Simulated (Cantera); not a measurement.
Charge: 1 mol SO2, equilibrated at 975 K and 1 atm.

These are equilibrium values from Cantera (NASA tables, ideal gas, pure condensed phases), not measurements of a reactor. Candidate condensed phases: S; 10 gas species. Kinetics and transport are ignored.

Base state: SO2 1.000 (mole fractions); condensed: gas only.

Question: What changes in the equilibrium state with this change: temperature from 975 K to 2473.15 K?

Answer: 
```csv
species,before,after
SO2,1.000,0.946
SO,8.13e-7,0.0345
O2,<1e-9,0.0168
O,<1e-9,0.00163
S,<1e-9,0.000321
S2,1.05e-7,6.81e-5
SO3,2.27e-6,0.000239
```

Question: What changes in the equilibrium state with this change: temperature from 975 K to 2723.15 K?

Answer: 
```csv
species,before,after
SO2,1.000,0.871
SO,8.13e-7,0.0804
O2,<1e-9,0.0386
O,<1e-9,0.00777
S,<1e-9,0.00171
S2,1.05e-7,0.000275
```
